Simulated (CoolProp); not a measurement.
Properties of methane along the isotherm 259.9 K.

The numbers come from the reference Helmholtz-energy equation of state, Setzmann 1991 in CoolProp.

```tsv
p (MPa)	phase	speed of sound (m/s)	isothermal compressibility (1/MPa)	Prandtl number
0.767	gas	417.0	1.332	0.753
1.53	gas	412.9	0.6831	0.770
2.3	gas	409.0	0.4651	0.790
3.07	gas	405.4	0.3568	0.814
3.83	gas	402.2	0.2929	0.840
4.6	supercritical	399.4	0.2498	0.869
5.37	supercritical	397.1	0.2191	0.902
6.13	supercritical	395.5	0.1961	0.938
6.9	supercritical	394.7	0.1777	…
7.67	supercritical	394.9	0.1625	1.02
8.43	supercritical	396.1	0.1495	1.06
9.2	supercritical	398.6	0.1377	1.10
9.96	supercritical	402.5	0.1268	…
10.7	supercritical	407.6	…	1.18
11.5	supercritical	414.8	0.1063	…
```

Q: Fill in the missing entries.

A: 
- 6.9, Prandtl number: 0.977
- 9.96, Prandtl number: 1.14
- 10.7, isothermal compressibility (1/MPa): 0.1168
- 11.5, Prandtl number: 1.22

Viscosity comes from a separate model (Quiñones-Cisneros 2006). Thermal conductivity comes from a separate model (Friend 1989).
